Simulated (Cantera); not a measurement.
**Thermodynamics of hydrogen reduction and annealing atmospheres, feed FeS2 + H2 + N2**

Input: 1 mol FeS2, 200 mol H2, 52 mol N2, held at 29.0 Pa.

Method: chemical equilibrium by Gibbs-energy minimisation in Cantera with the NASA 1993 tables (ideal gas, pure condensed phases). Candidate condensed phases: Fe, FeS, FeS2, S; 16 gas species. FeS: taken at fixed stoichiometry. Gases not in the tables: S3 to S7. Equilibrium is a limit: real reactors are often held back by kinetics, nucleation or transport.

```csv
T (°C),x H2,x H,x N2,x S,n FeS(s),n Fe(γ)
427,0.790,1.32e-12,0.206,<1e-12,1.00,0
577,0.790,1.07e-9,0.206,1.35e-12,1.00,0
727,0.790,1.18e-7,0.206,8.80e-10,1.00,0
877,0.790,3.89e-6,0.206,1.03e-7,1.000,0
1027,0.787,5.76e-5,0.206,5.79e-6,0,0.999
1177,0.788,0.000493,0.206,6.13e-5,0,0.957
1327,0.783,0.00283,0.205,0.000353,0,0.0390
1477,0.775,0.0120,0.203,0.00132,0,0
1627,0.749,0.0403,0.200,0.00325,0,0
1777,0.686,0.110,0.193,0.00517,0,0
1927,0.563,0.248,0.179,0.00589,0,0
```
x: gas mole fraction; n: condensed amount in mol.

From 427 °C to 877 °C the condensed part is FeS(s). From 1027 °C to 1327 °C the condensed part is Fe(γ). From 1477 °C to 1927 °C nothing is condensed.
